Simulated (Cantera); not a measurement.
A perfectly stirred reactor is fed with NO : N₂ = 1 : 0.37 (molar parts), at 1.00 bar; it is held at 1450 K, and followed from long to short residence time.

Computed with Cantera and GRI-Mech 3.0 (53 species, 325 reactions).

### Question
Predict: x(NO) at τ = 22.0 s; x(NO₂) at τ = 22.0 s; x(N₂) at τ = 22.0 s; x(O₂) at τ = 22.0 s; x(O) at τ = 22.0 s; x(NO) at τ = 73.0 ms; x(NO₂) at τ = 73.0 ms; x(N₂) at τ = 73.0 ms; x(O₂) at τ = 73.0 ms; x(O) at τ = 73.0 ms.

### Answer
| Property | Value |
|---|---|
| x(NO) at τ = 22.0 s | 0.643 |
| x(NO₂) at τ = 22.0 s | 0.00183 |
| x(N₂) at τ = 22.0 s | 0.313 |
| x(O₂) at τ = 22.0 s | 0.0420 |
| x(O) at τ = 22.0 s | 4.35e-7 |
| x(NO) at τ = 73.0 ms | 0.729 |
| x(NO₂) at τ = 73.0 ms | 0.000213 |
| x(N₂) at τ = 73.0 ms | 0.270 |
| x(O₂) at τ = 73.0 ms | 3.22e-5 |
| x(O) at τ = 73.0 ms | 6.14e-8 |
